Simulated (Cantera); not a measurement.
A diamond (100) surface in a fixed gas of H2 with x(CH4) = 0.022, x(H) = 0.017, at 925 K, 0.0140 bar; coverages are run to steady state.

Model: the Harris–Goodwin 1993 mechanism for the reconstructed diamond (100) surface, integrated in Cantera.

One state of this run: growth (µm/h) = 0.0911; θ c6HH = 0.667; θ c6H* = 0.0123; θ c6*H = 0.314; θ c6** = 0.00548; θ c6HM = 0.000796. θ: site fractions in the mechanism's names (c6HH fully hydrogenated, c6H* and c6*H radical sites, c6** diradical, c6HM methylated).

Task: Which value of x(CH3) does it belong to?
A) 0.00031
B) 1.8e-05
C) 1e-06
D) 4.6e-05

Result: B, 1.8e-05
